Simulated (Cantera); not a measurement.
Standard-state values (1 bar) from the NASA 1993 polynomials, evaluated with Cantera. Values are per mole of reaction as written; species without (g) are pure solids or liquids, kept so even where they would boil at 1 bar.

H₂(g) + BaO + 2 F(g) ⇌ H₂O(g) + BaF₂

```csv
T (K),ΔH° (kJ),ΔS° (J/K),ΔG° (kJ),log10 K,condensed phases
1525,___,___,___,___,"BaO(s), BaF₂(s)"
1575,-1046.3,-230.8,-682.8,22.64,"BaO(s), BaF₂(s)"
1625,___,___,___,___,"BaO(s), BaF₂(s)"
1675,___,___,___,___,"BaO(s), BaF₂(l)"
1725,___,___,___,___,"BaO(s), BaF₂(l)"
```

Question: What belongs in the gaps?

Answer: 
- 1525, ΔH° (kJ): -1047.3
- 1525, ΔS° (J/K): -231.4
- 1525, ΔG° (kJ): -694.3
- 1525, log10 K: 23.78
- 1625, ΔH° (kJ): -1045.3
- 1625, ΔS° (J/K): -230.2
- 1625, ΔG° (kJ): -671.3
- 1625, log10 K: 21.58
- 1675, ΔH° (kJ): -1021.2
- 1675, ΔS° (J/K): -215.5
- 1675, ΔG° (kJ): -660.2
- 1675, log10 K: 20.59
- 1725, ΔH° (kJ): -1020.6
- 1725, ΔS° (J/K): -215.2
- 1725, ΔG° (kJ): -649.5
- 1725, log10 K: 19.67
